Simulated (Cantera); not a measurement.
What does this Cantera script print?

```python
import numpy as np
import cantera as ct

gas = ct.Solution("gri30.yaml")
gas.TPX = 400, 1000000, {'C3H8': 1.3, 'O2': 4.17, 'N2': 19.6}
flame = ct.FreeFlame(gas, width=0.008)
flame.set_refine_criteria(ratio=3, slope=0.08, curve=0.16)
flame.transport_model = "mixture-averaged"
flame.solve(loglevel=0, auto=True)
z, T = flame.grid, flame.T
thick = (T[-1] - T[0]) / np.gradient(T, z).max()
show = ['C3H8', 'O2', 'CH4', 'H2O', 'NO', 'O']
print(f"laminar burning velocity  {flame.velocity[0] * 100:.3f} cm/s")
print(f"burnt temperature         {T[-1]:.1f} K")
print(f"thermal thickness         {thick * 1e3:.4f} mm")
print(f"grid points               {len(z)}")
z0 = z[flame.heat_release_rate.argmax()]
print(f"{'z/mm':>9s}{'T/K':>9s}{'u/(m/s)':>9s}" + "".join(f"{s:>11s}" for s in show))
rows = []
for k in (-3, -2, -1.5, -1, -0.5, -0.25, 0, 0.25, 0.5, 1, 2, 4, 8):
    zz = z0 + k * thick
    rows.append([k * thick, np.interp(zz, z, T), np.interp(zz, z, flame.velocity),
                 *(np.interp(zz, z, flame.X[gas.species_index(s)]) for s in show)])
    print(f"{rows[-1][0] * 1e3:9.3f}{rows[-1][1]:9.1f}{rows[-1][2]:9.3f}" + "".join(f"{x:11.3e}" for x in rows[-1][3:]))
```

Result:

```
laminar burning velocity  8.017 cm/s
burnt temperature         1825.0 K
thermal thickness         0.1928 mm
grid points               123
     z/mm      T/K  u/(m/s)       C3H8         O2        CH4        H2O         NO          O
   -0.578    400.9    0.081  5.169e-02  1.656e-01  9.827e-06  1.691e-04  1.260e-12  4.097e-20
   -0.386    408.2    0.083  5.144e-02  1.642e-01  8.096e-05  1.305e-03  1.218e-11  4.135e-17
   -0.289    433.9    0.088  5.104e-02  1.609e-01  3.159e-04  4.795e-03  6.812e-11  7.527e-15
   -0.193    554.2    0.114  4.902e-02  1.477e-01  1.374e-03  1.886e-02  7.961e-10  2.250e-12
   -0.096    941.6    0.201  3.535e-02  1.038e-01  4.858e-03  5.759e-02  1.936e-08  4.478e-09
   -0.048   1262.2    0.278  1.625e-02  6.534e-02  7.776e-03  8.696e-02  7.677e-08  3.966e-07
    0.000   1589.7    0.358  7.048e-04  2.593e-02  8.535e-03  1.150e-01  1.661e-07  9.451e-06
    0.048   1739.5    0.394  2.069e-06  9.630e-03  6.631e-03  1.263e-01  2.526e-07  4.674e-06
    0.096   1790.8    0.406  8.255e-08  4.597e-03  5.804e-03  1.292e-01  2.956e-07  1.705e-06
    0.193   1824.0    0.413  8.339e-09  1.588e-03  5.243e-03  1.299e-01  3.154e-07  3.657e-07
    0.386   1837.8    0.416  1.191e-09  3.724e-04  4.799e-03  1.284e-01  3.070e-07  5.700e-08
    0.771   1840.2    0.417  4.207e-10  4.442e-05  4.245e-03  1.258e-01  2.818e-07  7.641e-09
    1.542   1837.7    0.417  2.217e-10  1.537e-06  3.572e-03  1.232e-01  2.500e-07  2.152e-09
```

Detailed kinetics in Cantera: GRI-Mech 3.0 (53 species, 325 reactions). GRI-Mech 3.0 was tuned for natural gas; its chemistry of propane as a main component is partial and can be far from experiment. Burning velocities carry a grid error of a few per cent, more on coarse grids.
